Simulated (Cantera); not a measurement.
Equilibrium for thermal oxidation and active oxidation of silicon: Si + CO2 + N2

A closed system holds: 1 mol Si, 0.012 mol CO2, 820 mol N2, held at 1700 K.

Equilibrium computed with Cantera from the NASA thermochemical tables; the gas is ideal and each condensed phase is pure. Candidate condensed phases: C, Si, SiC, SiO2, Si2N2O, Si3N4; 34 gas species. Mutual solubility and eutectic melting of coexisting phases are not modelled. The tables' values for SiN are old estimates; treat these amounts as uncertain. Rates play no part.

```
P (Pa)    x N2      x Si    x SiO     x CO  n SiC(s)  n Si3N4(s)  n Si2N2O(s)
-------  -----  --------  -------  -------  --------  ----------  -----------
0.100    0.999   0.00120  1.46e-5  1.46e-5         0           0            0
1.50     0.999   0.00120  1.47e-5  1.45e-5         0           0            0
22       0.999   0.00115  2.14e-5  7.88e-6         0           0            0
320      1.000  0.000131  2.57e-5  3.60e-6   0.00840       0.283            0
4600     1.000   1.55e-6  1.46e-5  1.46e-5         0       0.329            0
68000    1.000   1.74e-8  1.19e-5  1.46e-5         0       0.329      0.00222
1000000  1.000  1.97e-10  3.31e-7  1.46e-5         0       0.325       0.0117
```
x: gas mole fraction; n: condensed amount in mol.

From 0.100 Pa to 22.0 Pa nothing is condensed. At 320 Pa the condensed part is SiC(s) + Si3N4(s). At 4600 Pa the condensed part is Si3N4(s). From 68000 Pa to 1000000 Pa the condensed part is Si2N2O(s) + Si3N4(s). The main Si-bearing gas is Si at 0.100 Pa and SiO at 1000000 Pa.
